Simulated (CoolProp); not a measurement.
Vapour pressure (MPa) of isopentane: the reference equation beside estimates from Tc = 460.3 K, pc = 3.378 MPa, ω = 0.227. Clausius-Clapeyron is anchored at 242.7 K with a constant enthalpy of vaporisation of 27.72 kJ/mol.

Values from CoolProp's reference Helmholtz-energy equation of state, Lemmon 2006. It is a short technical equation, of lower accuracy than the large ones.

| T (K) | reference | Lee-Kesler | Clausius-Clapeyron | van der Waals | Redlich-Kwong | Soave-Redlich-Kwong | Peng-Robinson |
|---|---|---|---|---|---|---|---|
| 231.1 | 0.003776 | 0.003574 | 0.003818 | 0.09646 | ? | 0.003661 | 0.003935 |
| 234 | 0.004534 | 0.004299 | 0.004566 | 0.1049 | 0.009560 | ? | 0.004707 |
| 236.9 | 0.005415 | 0.005144 | 0.005436 | 0.1138 | ? | 0.005258 | 0.005603 |
| 239.8 | 0.006434 | 0.006125 | 0.006444 | 0.1233 | 0.01323 | 0.006254 | 0.006638 |
| 242.7 | 0.007609 | 0.007258 | 0.007609 | 0.1333 | 0.01545 | 0.007404 | 0.007827 |
| 245.6 | 0.008957 | 0.008562 | 0.008949 | 0.1438 | 0.01795 | 0.008724 | 0.009188 |
| 248.5 | 0.01050 | 0.01006 | 0.01049 | 0.1550 | 0.02077 | 0.01023 | 0.01074 |
| 251.3 | 0.01218 | 0.01170 | 0.01218 | 0.1663 | 0.02382 | 0.01189 | 0.01244 |
| 254.2 | 0.01416 | 0.01362 | 0.01417 | 0.1786 | 0.02733 | 0.01384 | 0.01443 |
| 257.1 | 0.01640 | 0.01581 | 0.01643 | 0.1915 | 0.03125 | 0.01603 | 0.01667 |

Task: Complete the blanks.

Result: 
- 231.1, Redlich-Kwong: 0.008064
- 234, Soave-Redlich-Kwong: 0.004399
- 236.9, Redlich-Kwong: 0.01127

Absolute difference from the reference over all 10 rows, mean and median: Lee-Kesler 4.5 and 4.5 %, Clausius-Clapeyron 0.3 and 0.1 %, van der Waals 1651.4 and 1578.7 %, Redlich-Kwong 101.9 and 101.7 %, Soave-Redlich-Kwong 2.6 and 2.6 %, Peng-Robinson 2.8 and 2.7 %.
